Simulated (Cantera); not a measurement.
Charge: 1 mol AlCl3, 3.9 mol NH3, 61 mol N2.

Cantera equilibrium calculation (NASA polynomials, part measured and part estimated; ideal gas, pure solids and liquids). Candidate condensed phases: Al, AlCl3, AlN, NH4Cl; 20 gas species. The tables' values for AlCl2 are old estimates. Rates play no part.

Task: What condenses at these points (T in °C, P in Pa): (850, 3200); (700, 3200); (850, 1000); (1300, 320); (925, 32000)?

Result: 
```json
[
 {"T (°C)": "850", "P in Pa": "3200", "condensed phases": "AlN", "Al condensed (%)": "50.7"},
 {"T (°C)": "700", "P in Pa": "3200", "condensed phases": "AlN", "Al condensed (%)": "53.6"},
 {"T (°C)": "850", "P in Pa": "1000", "condensed phases": "AlN", "Al condensed (%)": "50.7"},
 {"T (°C)": "1300", "P in Pa": "320", "condensed phases": "gas only", "Al condensed (%)": "0.0"},
 {"T (°C)": "925", "P in Pa": "32000", "condensed phases": "AlN", "Al condensed (%)": "49.6"}
]
```
